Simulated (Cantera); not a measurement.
Feed: 1 mol SiC, 0.06 mol Si, 1.6 mol N2, held at 0.0413 Torr.

Cantera equilibrium calculation (NASA polynomials, part measured and part estimated; ideal gas, pure solids and liquids). Candidate condensed phases: C, Si, SiC, Si3N4; 20 gas species. The numbers say what is thermodynamically allowed, not how fast it happens.

Problem. Which condensed phases are stable at each of these points (T (K)): 2000, 2050, 2100, 2150, 2200, 2250, 2300, 2350, 2400, 2450, 2500?

Solution. 
```csv
T (K),condensed phases,Si condensed (%)
2000,C(graphite) + SiC(s),92.4
2050,C(graphite) + SiC(s),82.6
2100,C(graphite) + SiC(s),58.5
2150,C(graphite),0.0
2200,C(graphite),0.0
2250,C(graphite),0.0
2300,C(graphite),0.0
2350,C(graphite),0.0
2400,C(graphite),0.0
2450,C(graphite),0.0
2500,C(graphite),0.0
```

From 2000 K to 2100 K the condensed part is C(graphite) + SiC(s). From 2150 K to 2500 K the condensed part is C(graphite).
